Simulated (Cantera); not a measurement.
A diamond (100) surface in a fixed gas of H2 with x(CH4) = 0.0096, x(H) = 0.0004, at 1000 K, 0.237 atm; coverages are run to steady state.

Cantera simulation using the Harris–Goodwin 1993 mechanism for the reconstructed diamond (100) surface; the numbers are that mechanism's predictions, not measurements.

θ: site fractions in the mechanism's names (c6HH fully hydrogenated, c6H* and c6*H radical sites, c6** diradical, c6HM methylated).

| x(CH3) | growth (µm/h) | θ c6HH | θ c6H* | θ c6*H | θ c6** | θ c6HM |
|---|---|---|---|---|---|---|
| 1e-06 | 0.108 | 0.605 | 0.0180 | 0.367 | 0.00806 | 0.00115 |
| 2.1e-06 | … | 0.604 | 0.0179 | 0.367 | 0.00804 | … |
| 4.4e-06 | 0.471 | 0.602 | 0.0179 | 0.365 | 0.00800 | 0.00505 |
| 9.3e-06 | 0.986 | 0.598 | 0.0177 | 0.362 | 0.00792 | 0.0106 |
| 1.9e-05 | 1.98 | 0.589 | 0.0174 | 0.357 | 0.00776 | 0.0212 |
| 4.1e-05 | 4.12 | 0.570 | 0.0169 | 0.345 | 0.00742 | 0.0442 |
| 8.6e-05 | 8.04 | 0.536 | 0.0158 | 0.323 | 0.00680 | 0.0863 |
| 0.00018 | 14.7 | 0.477 | 0.0140 | 0.286 | 0.00575 | 0.158 |
| 0.00038 | … | … | … | … | … | … |

Question: What belongs in the gaps?

Answer: 
- 2.1e-06, growth (µm/h): 0.225
- 2.1e-06, θ c6HM: 0.00242
- 0.00038, growth (µm/h): 24.5
- 0.00038, θ c6HH: 0.391
- 0.00038, θ c6H*: 0.0113
- 0.00038, θ c6*H: 0.232
- 0.00038, θ c6**: 0.00425
- 0.00038, θ c6HM: 0.264
